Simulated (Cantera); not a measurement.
Cantera run:

```python
import numpy as np
import cantera as ct

gas_names = """
    CL2 BCL3 KCL NaCL
""".split()
cond_names = """
    Ti(a) Ti(b) Ti(L) TiCL3(s) B(b) B(L) Sr(a) Sr(b) Sr(L) SrCL2(a) SrCL2(b) SrCL2(L) K(cr) K(L) Na(cr)
    Na(L)
""".split()


# ... load() reads the species with a 1 bar reference pressure and builds the phases ...
species = {s.name: s for s in load("nasa_gas.yaml", gas_names) + load("nasa_condensed.yaml", cond_names)}
# Each term lists the table entries of one substance; the one whose range holds T is used.
reactions = {
    '0.6667 Ti + Cl2(g) = 0.6667 TiCl3':
        [(-0.6666666666666666, ['Ti(a)', 'Ti(b)', 'Ti(L)']), (-1, ['CL2']), (0.6666666666666666, ['TiCL3(s)'])],
    '0.6667 B + Cl2(g) = 0.6667 BCl3(g)':
        [(-0.6666666666666666, ['B(b)', 'B(L)']), (-1, ['CL2']), (0.6666666666666666, ['BCL3'])],
    'Sr + Cl2(g) = SrCl2':
        [(-1, ['Sr(a)', 'Sr(b)', 'Sr(L)']), (-1, ['CL2']), (1, ['SrCL2(a)', 'SrCL2(b)', 'SrCL2(L)'])],
    '2 K + Cl2(g) = 2 KCl(g)':
        [(-2, ['K(cr)', 'K(L)']), (-1, ['CL2']), (2, ['KCL'])],
    '2 Na + Cl2(g) = 2 NaCl(g)':
        [(-2, ['Na(cr)', 'Na(L)']), (-1, ['CL2']), (2, ['NaCL'])],
}


def pick(names, T):
    return next(species[n] for n in names if species[n].thermo.min_temp <= T <= species[n].thermo.max_temp)


results = []
for label, terms in reactions.items():
    print(label)
    print("     T/K   dH/kJ  dS/(J/K)   dG/kJ   log10 K")
    for T in [425, 475, 525, 575, 625, 675, 725, 775, 825, 875, 925]:
        used = [(nu, pick(names, T)) for nu, names in terms]
        dH = sum(nu * s.thermo.h(T) for nu, s in used) / 1e6
        dS = sum(nu * s.thermo.s(T) for nu, s in used) / 1e3
        dG = dH - T * dS / 1e3
        logK = -dG * 1e6 / (ct.gas_constant * T * np.log(10))
        results.append((label, T, dH, dS, dG, logK, [s.name for _, s in used]))
        print(f"{T:8g} {dH:8.1f} {dS:8.1f} {dG:8.1f} {logK:8.2f}")
```

Result:

```
0.6667 Ti + Cl2(g) = 0.6667 TiCl3
     T/K   dH/kJ  dS/(J/K)   dG/kJ   log10 K
     425   -479.5   -145.7   -417.6    51.32
     475   -478.8   -144.2   -410.3    45.12
     525   -478.2   -143.0   -403.1    40.11
     575   -477.6   -141.8   -396.0    35.98
     625   -477.0   -140.8   -389.0    32.51
     675   -476.3   -139.8   -381.9    29.56
     725   -475.7   -138.9   -375.0    27.02
     775   -475.1   -138.1   -368.1    24.81
     825   -474.5   -137.3   -361.2    22.87
     875   -473.8   -136.6   -354.3    21.15
     925   -473.2   -135.9   -347.5    19.62
0.6667 B + Cl2(g) = 0.6667 BCl3(g)
     T/K   dH/kJ  dS/(J/K)   dG/kJ   log10 K
     425   -268.6    -33.5   -254.4    31.26
     475   -268.6    -33.6   -252.7    27.79
     525   -268.7    -33.6   -251.0    24.98
     575   -268.7    -33.6   -249.4    22.65
     625   -268.7    -33.6   -247.7    20.70
     675   -268.7    -33.7   -246.0    19.04
     725   -268.7    -33.7   -244.3    17.60
     775   -268.8    -33.7   -242.6    16.35
     825   -268.8    -33.8   -240.9    15.25
     875   -268.8    -33.8   -239.2    14.28
     925   -268.9    -33.9   -237.5    13.41
Sr + Cl2(g) = SrCl2
     T/K   dH/kJ  dS/(J/K)   dG/kJ   log10 K
     425   -826.9   -157.8   -759.8    93.39
     475   -826.1   -156.0   -752.0    82.69
     525   -825.3   -154.4   -744.2    74.05
     575   -824.4   -152.8   -736.6    66.91
     625   -823.5   -151.3   -728.9    60.92
     675   -822.6   -149.9   -721.4    55.83
     725   -821.6   -148.5   -714.0    51.44
     775   -820.6   -147.1   -706.6    47.62
     825   -820.2   -146.7   -699.2    44.27
     875   -818.9   -145.1   -692.0    41.31
     925   -817.4   -143.5   -684.7    38.67
2 K + Cl2(g) = 2 KCl(g)
     T/K   dH/kJ  dS/(J/K)   dG/kJ   log10 K
     425   -437.1    103.5   -481.0    59.12
     475   -438.2    100.9   -486.1    53.46
     525   -439.4     98.6   -491.1    48.86
     575   -440.5     96.6   -496.0    45.06
     625   -441.6     94.8   -500.8    41.85
     675   -442.6     93.1   -505.5    39.12
     725   -443.7     91.6   -510.1    36.75
     775   -444.7     90.2   -514.7    34.69
     825   -445.8     88.9   -519.1    32.87
     875   -446.9     87.6   -523.5    31.25
     925   -447.9     86.4   -527.9    29.81
2 Na + Cl2(g) = 2 NaCl(g)
     T/K   dH/kJ  dS/(J/K)   dG/kJ   log10 K
     425   -371.0    111.8   -418.5    51.43
     475   -372.2    109.1   -424.0    46.62
     525   -373.3    106.8   -429.4    42.72
     575   -374.4    104.7   -434.7    39.49
     625   -375.5    102.9   -439.9    36.76
     675   -376.6    101.3   -445.0    34.43
     725   -377.6     99.8   -450.0    32.42
     775   -378.6     98.5   -454.9    30.66
     825   -379.6     97.3   -459.8    29.11
     875   -380.6     96.1   -464.7    27.74
     925   -381.5     95.0   -469.5    26.51
```

Cantera with NASA thermochemical tables; ideal gases at 1 bar, condensed phases pure. Condensed species are held in their standard states even where they would react or evaporate.
